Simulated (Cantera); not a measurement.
An isothermal, constant-pressure homogeneous reactor starts with 1.35 % CO, 8.37 % O₂, 0.333 % H₂O, 90.0 % N₂, at 1350 K and 105 Torr.

Computed with Cantera and GRI-Mech 3.0 (53 species, 325 reactions).

x: mole fraction; the columns are a selection and need not sum to one.

```
t (s)         x CO    x O₂    x H₂O       x O       x H    x CO₂
--------  --------  ------  -------  --------  --------  -------
6.00e-5     0.0135  0.0837  0.00333   3.84e-9  4.90e-12  3.87e-9
0.000235    0.0135  0.0837  0.00333   1.50e-8  7.80e-11  1.54e-8
0.000917    0.0135  0.0837  0.00333   6.80e-8       [?]  7.52e-8
0.00358     0.0135  0.0837  0.00333   1.82e-6       [?]  2.21e-6
0.0140     0.00717  0.0787  0.00278   0.00376       [?]  0.00634
0.0548    0.000225  0.0771  0.00322  0.000656       [?]   0.0134
0.214      1.27e-5  0.0774  0.00333   3.85e-5       [?]   0.0136
0.837      9.32e-7  0.0774  0.00334   3.61e-6       [?]   0.0136
3.27       1.21e-7  0.0774  0.00335   6.27e-7       [?]   0.0136
12.8       5.36e-8  0.0774  0.00335   3.20e-7  5.32e-10   0.0136
50.0       5.27e-8  0.0774  0.00335   3.16e-7  5.21e-10   0.0136
```

Fill in the missing entries.


- 0.000917, x H: 1.27e-9
- 0.00358, x H: 6.39e-8
- 0.0140, x H: 0.000578
- 0.0548, x H: 4.78e-5
- 0.214, x H: 6.91e-7
- 0.837, x H: 2.00e-8
- 3.27, x H: 1.45e-9
